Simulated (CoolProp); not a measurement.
Octamethylcyclotetrasiloxane (D4) along the isotherm 619.1 K: fugacity coefficient from the reference equation and from simpler models built on Tc = 586.5 K, pc = 1.347 MPa, ω = 0.598; each cubic takes its own stable root.

Model: reference Helmholtz-energy equation of state, Thol 2015, in CoolProp.

```tsv
p (MPa)	phase	reference	van der Waals	Redlich-Kwong	Soave-Redlich-Kwong
0.00639	gas	0.9986	0.9988	0.9986	0.9987
0.0121	gas	0.9974	0.9977	0.9974	0.9975
0.023	gas	0.9951	0.9956	0.9950	0.9953
0.0435	gas	0.9908	0.9916	0.9906	0.9912
0.0825	gas	0.9826	0.9841	0.9822	0.9833
0.156	gas	0.9672	0.9700	0.9665	0.9686
0.297	gas	0.9378	0.9429	0.9366	0.9405
0.562	gas	0.8836	0.8924	0.8814	0.8888
1.07	gas	0.7825	0.7951	0.7781	0.7926
2.02	supercritical	0.6005	0.5965	0.5840	0.6191
```
